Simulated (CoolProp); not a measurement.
Vapour-liquid equilibrium of n-octane (1) + n-dodecane (2) at 0.0179 MPa; x and y are mole fractions of (1).

Computed with CoolProp (multi-fluid Helmholtz-energy mixture model, Beckmüller 2019 and Lemmon 2004; pair parameters Bell 2016).

| x | bubble temperature (K) | y at the bubble point | dew temperature at overall composition x (K) | liquid density (mol/L) |
|---|---|---|---|---|
| 0.05 | 415.6 | 0.375 | 426.5 | 3.912 |
| 0.125 | 401.2 | 0.663 | 424.3 | 4.066 |
| 0.2 | 390.4 | 0.801 | 421.9 | 4.209 |
| 0.275 | 382.0 | 0.875 | 419.3 | 4.347 |
| 0.35 | 375.3 | 0.918 | 416.6 | 4.482 |
| 0.425 | 369.8 | 0.944 | 413.5 | 4.617 |
| 0.5 | 365.1 | 0.962 | 410.2 | 4.754 |
| 0.575 | 361.2 | 0.973 | 406.4 | 4.893 |
| 0.65 | 357.7 | 0.982 | 402.0 | 5.036 |
| 0.725 | 354.7 | 0.988 | 396.9 | 5.182 |
| 0.8 | 352.0 | 0.993 | 390.5 | 5.334 |
| 0.875 | 349.6 | 0.996 | 382.0 | 5.491 |
| 0.95 | 347.5 | 0.999 | 368.3 | 5.653 |

No azeotrope shows between x = 0.05 and 0.95.

The pair parameters rest on a limited set of measurements; away from them the model extrapolates.
